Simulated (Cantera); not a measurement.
Input (Python, Cantera) and output of one run.

```python
import numpy as np
import cantera as ct

gas_names = [...]  # 91 gases of nasa_gas.yaml made of C, Cl, H
cond_names = """
    C(gr) C6H6(L) C7H8(L) C8H18(L),n-octa
""".split()


# ... load() reads the species with a 1 bar reference pressure and builds the phases ...
atoms = {
    'CCl4': {'C': 1, 'CL': 4},
    'HCl': {'H': 1, 'CL': 1},
}
top_T = {'C(gr)': 4500}  # K; cautious upper limits of use, not melting points


# ... equilibrate(T, P, feed) seeds the gas with the atoms and calls Mixture.equilibrate('TP', solver="vcs", rtol=1e-11, max_steps=5000) ...
results = []
feed = {'CCl4': 1, 'HCl': 0.15}  # mol
P = 4300  # Pa
for T in [2873, 2898, 2923, 2948, 2973, 2998, 3023, 3048, 3073, 3098, 3123, 3148]:
    mix = equilibrate(T, P, feed)
    results.append((T, P, feed, dict(zip(mix.species_names, mix.species_moles))))

top = {s: max(r[3][s] / sum(r[3][g] for g in gas_names) for r in results) for s in gas_names}
cols = sorted((s for s in top if top[s] > 0.0001), key=lambda s: -top[s])[:5]
seen = [c for c in cond_names if any(r[3].get(c, 0) > 1e-12 for r in results)]
print("log10 of partial pressures in bar; condensed amounts in mol")
print(f"{'T/K':>10s}" + "".join(f"{s[:9]:>10s}" for s in cols + seen))
for T, P, feed, n in results:
    ng = sum(n[g] for g in gas_names)
    print(f"{T:10.4g}" + "".join(f"{np.log10(max(n[s] / ng * P / 1e5, 1e-99)):10.3f}" for s in cols)
          + "".join(f"{n.get(c, 0):10.4g}" for c in seen))
```

Output:

```
log10 of partial pressures in bar; condensed amounts in mol
       T/K        CL        C3       HCL         H         C     C(gr)
      2873    -1.384    -4.121    -2.889    -3.625    -4.843    0.9737
      2898    -1.384    -3.995    -2.902    -3.566    -4.732     0.965
      2923    -1.384    -3.872    -2.916    -3.511    -4.622    0.9535
      2948    -1.385    -3.751    -2.933    -3.458    -4.514    0.9386
      2973    -1.386    -3.632    -2.952    -3.408    -4.408    0.9192
      2998    -1.386    -3.515    -2.972    -3.361    -4.303     0.894
      3023    -1.388    -3.400    -2.995    -3.317    -4.201    0.8614
      3048    -1.389    -3.287    -3.020    -3.276    -4.100    0.8194
      3073    -1.391    -3.176    -3.048    -3.238    -4.001    0.7653
      3098    -1.394    -3.067    -3.078    -3.204    -3.903    0.6959
      3123    -1.397    -2.960    -3.111    -3.173    -3.807    0.6069
      3148    -1.401    -2.854    -3.148    -3.145    -3.713    0.4928
```

Method: chemical equilibrium by Gibbs-energy minimisation in Cantera with the NASA 1993 tables (ideal gas, pure condensed phases). The tables' values for CCl are old estimates; treat these amounts as uncertain.
